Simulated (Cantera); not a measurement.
Thermodynamics of sublimation and decomposition of ceramics, feed MgO + H₂

Charge: 1 mol MgO, 0.053 mol H₂, at 1 atm.

Equilibrium computed with Cantera from the NASA thermochemical tables; the gas is ideal and each condensed phase is pure. Candidate condensed phases: H₂O, Mg, MgO, Mg(OH)₂; 15 gas species. The tables' values for MgH are old estimates; treat these amounts as uncertain. Rates play no part.

From 1650 K to 2100 K the condensed part is MgO(s). The main Mg-bearing gas is Mg throughout.

```csv
T (K),x H₂,x H₂O,x Mg,x H,n MgO(s)
1650,1.000,0.000184,0.000182,9.02e-5,1.000
1700,0.999,0.000308,0.000304,0.000146,1.000
1750,0.999,0.000501,0.000494,0.000231,1.000
1800,0.998,0.000791,0.000781,0.000355,1.000
1850,0.997,0.00122,0.00120,0.000534,1.000
1900,0.996,0.00183,0.00181,0.000787,1.000
1950,0.993,0.00270,0.00266,0.00114,1.000
2000,0.991,0.00389,0.00383,0.00161,1.000
2050,0.987,0.00549,0.00541,0.00224,1.000
2100,0.982,0.00763,0.00751,0.00307,1.000
```
x: gas mole fraction; n: condensed amount in mol.
